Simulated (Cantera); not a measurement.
An isothermal, constant-pressure homogeneous reactor starts with H₂ : O₂ = 0.43 : 1 (molar parts), at 900 K and 3.45 Torr.

Cantera simulation using GRI-Mech 3.0 (53 species, 325 reactions); the numbers are that mechanism's predictions, not measurements. Radical loss at walls, strong at low pressure, is not modelled. Below about 950 K walls govern HO2 and H2O2 in real vessels. The temperature is held fixed by assumption; the heat of reaction is taken as removed at once.

One state of this run: x H₂ = 8.51e-5; x O₂ = 0.646; x H₂O₂ = 1.32e-7; x HO₂ = 1.98e-6; x H = 9.22e-6. x: mole fraction; the columns are a selection and need not sum to one.

**Question.** Which value of t (s) does it belong to?
A. 0.00337
B. 2.69
C. 0.399
D. 0.0592

**Answer.** C, 0.399
